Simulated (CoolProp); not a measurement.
Properties of n-decane at several states.

Model: reference Helmholtz-energy equation of state, Lemmon 2006, in CoolProp. It is a short technical equation, of lower accuracy than the large ones.

```tsv
T (K)	p (bar)	phase	viscosity (µPa s)	conductivity (mW/(m K))	fugacity coefficient
312.7	2.27	liquid	696	126	0.002119
411.7	1.59	liquid	?	?	0.2288
370.4	0.179	liquid	372	112	?
```

Complete the blanks.


- 411.7, viscosity (µPa s): 264
- 411.7, conductivity (mW/(m K)): 102
- 370.4, fugacity coefficient: 0.4739

Viscosity comes from a separate model (Huber 2004). Thermal conductivity comes from a separate model (Huber 2005).
